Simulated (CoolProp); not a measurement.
A simple Rankine cycle with hydrogen sulfide: condensing at 321.15 K, boiler at 7.24 MPa, turbine inlet 510.5 K, turbine efficiency 0.75, pump efficiency 0.7, no recuperator. Each further row changes one setting.

Computed with CoolProp (reference Helmholtz-energy equation of state, Lemmon 2006). It is a short technical equation, of lower accuracy than the large ones.

```csv
case,thermal efficiency (%),net work (kJ/kg),heat in (kJ/kg),turbine exit temperature (K),volume ratio over the turbine
as stated,8.9,50.8,574,440.6,1.87
turbine inlet 530.5 K,9.0,54.0,599,459.5,1.87
condensing temperature 313.15 K,10.5,62.1,592,426.4,2.17
boiler pressure 5.07 MPa,5.0,29.8,592,473.6,1.39
turbine efficiency 0.65,7.5,43.0,574,447.1,1.91
```
